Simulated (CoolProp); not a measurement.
The fluid at 295 K and 15.7 MPa is throttled through a valve to 7.46 MPa with no heat exchange. The same conditions are run with several fluids, on thermodynamics alone (safety and materials aside).

Values from CoolProp's reference Helmholtz-energy equation of state of each fluid (fluorine: de Reuck 1990; dry air: Lemmon 2000; ethylene: Smukala 2000; CF4 (R14): Platzer 1990; carbon monoxide: Lemmon 2006). The equations of Platzer and Polt are older, rougher fits. Blends and air are pseudo-pure fits.

| fluid | temperature change (K) | final density (kg/m³) |
|---|---|---|
| fluorine | [?] | [?] |
| dry air | -12.5 | 93.9 |
| ethylene | -8.5 | 338 |
| CF4 (R14) | [?] | 478 |
| carbon monoxide | [?] | 90.9 |

### Question
Fill in the missing entries.

### Answer

- fluorine, temperature change (K): -11.9
- fluorine, final density (kg/m³): 125
- CF4 (R14), temperature change (K): -22.5
- carbon monoxide, temperature change (K): -12.9
